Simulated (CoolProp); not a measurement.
CHF3 (R23) along the isobar 6040 kPa: fugacity coefficient from the reference equation and from simpler models built on Tc = 299.3 K, pc = 4832 kPa, ω = 0.263; each cubic takes its own stable root.

Values from CoolProp's reference Helmholtz-energy equation of state, Penoncello 2003.

| T (K) | phase | reference | van der Waals | Soave-Redlich-Kwong |
|---|---|---|---|---|
| 254.3 | liquid | 0.2207 | 0.3728 | 0.2350 |
| 266.1 | liquid | 0.2935 | 0.4309 | 0.3123 |
| 277.9 | liquid | 0.3761 | 0.4900 | 0.3988 |
| 289.7 | liquid | … | 0.5489 | … |
| 301.6 | supercritical | 0.5579 | 0.6061 | 0.5812 |
| 313.4 | supercritical | 0.6347 | 0.6575 | … |
| 325.2 | supercritical | 0.6843 | 0.6967 | 0.7017 |
| 337 | supercritical | 0.7232 | 0.7265 | 0.7403 |
| 348.8 | supercritical | … | … | … |
| 360.6 | supercritical | 0.7833 | … | 0.8008 |
| 372.4 | supercritical | … | 0.7920 | 0.8252 |
| 384.2 | supercritical | 0.8285 | 0.8088 | 0.8467 |

Problem. Fill in the missing entries.

Solution. 
- 289.7, reference: 0.4656
- 289.7, Soave-Redlich-Kwong: 0.4904
- 313.4, Soave-Redlich-Kwong: 0.6534
- 348.8, reference: 0.7556
- 348.8, van der Waals: 0.7514
- 348.8, Soave-Redlich-Kwong: 0.7728
- 360.6, van der Waals: 0.7730
- 372.4, reference: 0.8074
